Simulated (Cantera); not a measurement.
**Gas activation for diamond growth**

An isothermal, constant-pressure homogeneous reactor starts with 2.22 % CH₄, 96.5 % H₂, 0.666 % H, 0.618 % H₂O, at 1850 K and 17000 Pa.

Model: GRI-Mech 3.0 (53 species, 325 reactions), integrated in Cantera. GRI-Mech 3.0 stops at C3 and has no aromatics, soot or wall deposition, so with more carbon than oxygen in the feed, carbon stays in small species such as C2H2 where larger ones or solid carbon would form.

```tsv
t (s)	x CH₄	x H₂	x H	x C₂H₂	x CH₂	x C₂H
0.000400	0.0201	0.970	0.00244	0.000454	2.49e-6	1.23e-8
0.00159	0.0196	0.971	0.00140	0.000974	8.61e-7	1.51e-8
0.00633	0.0179	0.972	0.00123	0.00187	6.15e-7	2.54e-8
0.0252	0.0133	0.975	0.00125	0.00418	4.77e-7	5.74e-8
0.100	0.00648	0.978	0.00128	0.00752	2.51e-7	1.05e-7
0.399	0.00230	0.981	0.00130	0.00938	9.44e-8	1.33e-7
1.59	0.00118	0.982	0.00130	0.00919	4.93e-8	1.31e-7
6.32	0.000791	0.984	0.00131	0.00803	3.29e-8	1.14e-7
25.1	0.000583	0.985	0.00131	0.00750	2.41e-8	1.07e-7
100	0.000578	0.985	0.00131	0.00750	2.39e-8	1.07e-7
```
x: mole fraction; the columns are a selection and need not sum to one.

Equilibrium at this temperature and pressure: CH₄ 0.000578, H₂ 0.985, H 0.00131, C₂H₂ 0.00750, CH₂ 2.39e-8, C₂H 1.07e-7 (gas phase only).
